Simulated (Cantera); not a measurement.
Feed: 1 mol SiCl4, 3.1 mol NH3, 14 mol N2, held at 13.3 mbar.

Method: chemical equilibrium by Gibbs-energy minimisation in Cantera with the NASA 1993 tables (ideal gas, pure condensed phases). Candidate condensed phases: NH4Cl, Si, Si3N4; 28 gas species. Kinetics and transport are ignored.

Over these rows the condensed part is Si3N4(s). Partial pressures as log10 of bar:

```json
[
 {"T (K)": "725", "1000/T (1/K)": "1.3793", "log p SiHCl3": "-7.40", "log p N2": "-2.03", "log p HCl": "-2.71", "log p H2": "-2.72"},
 {"T (K)": "825", "1000/T (1/K)": "1.2121", "log p SiHCl3": "-6.99", "log p N2": "-2.03", "log p HCl": "-2.68", "log p H2": "-2.74"},
 {"T (K)": "925", "1000/T (1/K)": "1.0811", "log p SiHCl3": "?", "log p N2": "-2.03", "log p HCl": "-2.66", "log p H2": "-2.75"},
 {"T (K)": "1025", "1000/T (1/K)": "0.9756", "log p SiHCl3": "-6.45", "log p N2": "-2.03", "log p HCl": "-2.64", "log p H2": "-2.76"},
 {"T (K)": "1125", "1000/T (1/K)": "0.8889", "log p SiHCl3": "-6.27", "log p N2": "-2.03", "log p HCl": "-2.64", "log p H2": "-2.76"},
 {"T (K)": "1225", "1000/T (1/K)": "0.8163", "log p SiHCl3": "-6.12", "log p N2": "-2.03", "log p HCl": "-2.63", "log p H2": "-2.77"}
]
```

**Question.** Fit log p(SiHCl3) = a + b·(1000/T) to the five rows, give the apparent enthalpy, and predict the row at 925 K.

**Answer.** Means: 1000/T = 1.0544, log p = -6.646. Sxy = -0.502137, Sxx = 0.2207206, so b = -2.27 and a = -6.646 − (-2.27)×1.0544 = -4.25.
Apparent enthalpy: −19.145 × (-2.27) = 43 kJ/mol. With the condensed phases at unit activity, 1/3 Si3N4(s) + 3 HCl(g) = SiHCl3(g) + 2/3 N2(g) + H2(g) links this pressure to the main gases: over the six rows their terms move log p by +0.29 in all, so the slope isn't that reaction's ΔH° alone. The five rows lie within 0.02 of the line.
Prediction at 925 K: -4.25 + (-2.27)×1.0811 = -6.70. The computed value is -6.69, 0.01 from the line.
